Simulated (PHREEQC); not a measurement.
Dissolve 0.016 mol Na2S, 0.077 mol HCl and 0.00081 mol FeCl2 per kg of water at 55 °C. Closed to the air; pH follows from the charge balance.

All values are PHREEQC results (ion-association model, phreeqc.dat), not measurements.

This is a speciation only: nothing precipitates in the calculation.

Task: Estimate the pH, density, specific conductance.

Result: pH 1.43; density 0.988 g/cm³; specific conductance 34700 µS/cm.

Task: In which forms is Fe present?

Result: Fe+2 96 %, FeCl+ 4.2 % of the Fe.

Away from 25 °C the constants follow the database's enthalpies or fits; those with neither stay at their 25 °C values.
